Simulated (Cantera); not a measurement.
An isothermal, constant-pressure homogeneous reactor starts with NO : N2 = 1 : 16 (molar parts), at 1925 K and 100000 Pa. Integrator tolerance rtol = 1e-08.

Computed with Cantera and GRI-Mech 3.0 (53 species, 325 reactions).

Q: What does this change do: temperature 1925 to 1650 K?

A: 
```tsv
quantity	before	after
x(NO) at 200 s	0.00252 (gas-phase equilibrium 0.00252)	0.0223 (gas-phase equilibrium 0.000986)
x(N2) at 200 s	0.969 (gas-phase equilibrium 0.969)	0.959 (gas-phase equilibrium 0.970)
x(O2) at 200 s	0.0281 (gas-phase equilibrium 0.0281)	0.0182 (gas-phase equilibrium 0.0289)
x(NO2) at 200 s	1.81e-6 (gas-phase equilibrium 1.81e-6)	2.33e-5 (gas-phase equilibrium 1.29e-6)
x(O) at 200 s	6.21e-5 (gas-phase equilibrium 6.21e-5)	3.54e-6 (gas-phase equilibrium 4.43e-6)
x(N2O) at 200 s	1.58e-7 (gas-phase equilibrium 1.58e-7)	2.38e-7 (gas-phase equilibrium 6.46e-8)
```
